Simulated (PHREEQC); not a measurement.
Consider water at 90 °C with 0.008 mol Al2(SO4)3, 0.0044 mol CaCl2 and 0.13 mol Na2SO4 per kg of water. Closed to the air; pH follows from the charge balance.

Equilibrium calculation in PHREEQC: ion-association model, wateq4f.dat.

The pH comes out as 3.92 and the ionic strength is 0.346 mol/kgw. The activity of water is 0.993.

```json
[
 {"species": "Na+", "molality": "0.229", "activity": "0.156", "log γ": "-0.165"},
 {"species": "SO4-2", "molality": "0.0979", "activity": "0.0194", "log γ": "-0.702"},
 {"species": "NaSO4-", "molality": "0.0313", "activity": "0.0214", "log γ": "-0.165"},
 {"species": "Cl-", "molality": "0.00880", "activity": "0.00559", "log γ": "-0.197"},
 {"species": "AlSO4+", "molality": "0.00789", "activity": "0.00520", "log γ": "-0.181"},
 {"species": "Al(SO4)2-", "molality": "0.00622", "activity": "0.00409", "log γ": "-0.181"},
 {"species": "CaSO4", "molality": "0.00254", "activity": "0.00276", "log γ": "0.035"},
 {"species": "HSO4-", "molality": "0.00189", "activity": "0.00125", "log γ": "-0.181"},
 {"species": "Ca+2", "molality": "0.00185", "activity": "0.000432", "log γ": "-0.631"},
 {"species": "Al(OH)2+", "molality": "0.000678", "activity": "0.000463", "log γ": "-0.165"},
 {"species": "AlOH+2", "molality": "0.000665", "activity": "0.000145", "log γ": "-0.662"},
 {"species": "Al+3", "molality": "0.000540", "activity": "4.23e-5", "log γ": "-1.106"},
 {"species": "H+", "molality": "0.000160", "activity": "0.000120", "log γ": "-0.123"},
 {"species": "Al(OH)3", "molality": "1.13e-5", "activity": "1.22e-5", "log γ": "0.035"}
]
```

Precipitation was switched off in this run. Saturation is exceeded, for instance for Boehmite (slow to form), Gibbsite (slow to form); the values hold only as long as no solid forms. Away from 25 °C the constants follow the database's enthalpies or fits; those with neither stay at their 25 °C values.
